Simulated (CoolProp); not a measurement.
Propyne at 293.15 K and 0.153 MPa is compressed adiabatically to 0.233 MPa with isentropic efficiency 0.9. Each further row changes one setting.

Model: reference Helmholtz-energy equation of state, Polt 1992, in CoolProp. This equation is an older, rougher fit.

```tsv
case	work (kJ/kg)	final temperature (K)	final density (kg/m³)
as stated	28.4	312.7	3.71
efficiency 1	25.6	311.0	3.74
efficiency 0.65	39.3	319.4	3.63
```
